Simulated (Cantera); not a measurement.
What does this Cantera script print?

```python
import numpy as np
import cantera as ct

gas_names = """
    CL CL2 H HCL H2 Si SiCL SiCL2 SiCL3 SiCL4 SiH SiHCL3 SiH2 SiH2CL2 SiH3 SiH3CL SiH4 Si2 Si3
""".split()
cond_names = """
    Si(cr) Si(L)
""".split()


# ... load() reads the species with a 1 bar reference pressure and builds the phases ...
atoms = {
    'SiCl4': {'Si': 1, 'CL': 4},
    'HCl': {'H': 1, 'CL': 1},
    'H2': {'H': 2},
    'Cl2': {'CL': 2},
}
top_T = {}  # K; cautious upper limits of use, not melting points


# ... equilibrate(T, P, feed) seeds the gas with the atoms and calls Mixture.equilibrate('TP', solver="vcs", rtol=1e-11, max_steps=5000) ...
results = []
T = 798  # K
P = 13332.2  # Pa
for m in [0.5, 0.59, 0.7, 0.83, 0.98, 1.2, 1.4, 1.6, 1.9, 2.3, 2.7]:
    feed = {'SiCl4': 1, 'HCl': 4.1, 'H2': 1.9, 'Cl2': m}  # mol
    mix = equilibrate(T, P, feed)
    results.append((T, P, feed, dict(zip(mix.species_names, mix.species_moles))))
    x = sorted(zip(gas.X, gas.species_names), reverse=True)
    print(f"T = {T:g} K  P = {P:g} Pa  n(Cl2) = {m:g} mol  gas = {mix.phase_moles(0):.4g} mol")
    print("   x: " + "  ".join(f"{s} {v:.3e}" for v, s in x if v > 0.0001))
    print("   condensed (mol): " + ("  ".join(f"{mix.phase(i).name} {mix.phase_moles(i):.4g}"
          for i in range(1, mix.n_phases) if mix.phase_moles(i) > 1e-12) or "none"))
```

Output:

```
T = 798 K  P = 13332.2 Pa  n(Cl2) = 0.5 mol  gas = 7.5 mol
   x: HCL 6.800e-01  H2 1.866e-01  SiCL4 1.333e-01
   condensed (mol): none
T = 798 K  P = 13332.2 Pa  n(Cl2) = 0.59 mol  gas = 7.59 mol
   x: HCL 6.957e-01  H2 1.726e-01  SiCL4 1.317e-01
   condensed (mol): none
T = 798 K  P = 13332.2 Pa  n(Cl2) = 0.7 mol  gas = 7.7 mol
   x: HCL 7.143e-01  H2 1.558e-01  SiCL4 1.298e-01
   condensed (mol): none
T = 798 K  P = 13332.2 Pa  n(Cl2) = 0.83 mol  gas = 7.83 mol
   x: HCL 7.357e-01  H2 1.366e-01  SiCL4 1.277e-01
   condensed (mol): none
T = 798 K  P = 13332.2 Pa  n(Cl2) = 0.98 mol  gas = 7.98 mol
   x: HCL 7.594e-01  SiCL4 1.253e-01  H2 1.153e-01
   condensed (mol): none
T = 798 K  P = 13332.2 Pa  n(Cl2) = 1.2 mol  gas = 8.2 mol
   x: HCL 7.927e-01  SiCL4 1.219e-01  H2 8.535e-02
   condensed (mol): none
T = 798 K  P = 13332.2 Pa  n(Cl2) = 1.4 mol  gas = 8.4 mol
   x: HCL 8.214e-01  SiCL4 1.190e-01  H2 5.952e-02
   condensed (mol): none
T = 798 K  P = 13332.2 Pa  n(Cl2) = 1.6 mol  gas = 8.6 mol
   x: HCL 8.488e-01  SiCL4 1.163e-01  H2 3.488e-02
   condensed (mol): none
T = 798 K  P = 13332.2 Pa  n(Cl2) = 1.9 mol  gas = 8.9 mol
   x: HCL 8.876e-01  SiCL4 1.124e-01
   condensed (mol): none
T = 798 K  P = 13332.2 Pa  n(Cl2) = 2.3 mol  gas = 9.3 mol
   x: HCL 8.495e-01  SiCL4 1.075e-01  CL2 4.301e-02
   condensed (mol): none
T = 798 K  P = 13332.2 Pa  n(Cl2) = 2.7 mol  gas = 9.7 mol
   x: HCL 8.144e-01  SiCL4 1.031e-01  CL2 8.247e-02
   condensed (mol): none
```

Cantera equilibrium calculation (NASA polynomials, part measured and part estimated; ideal gas, pure solids and liquids).
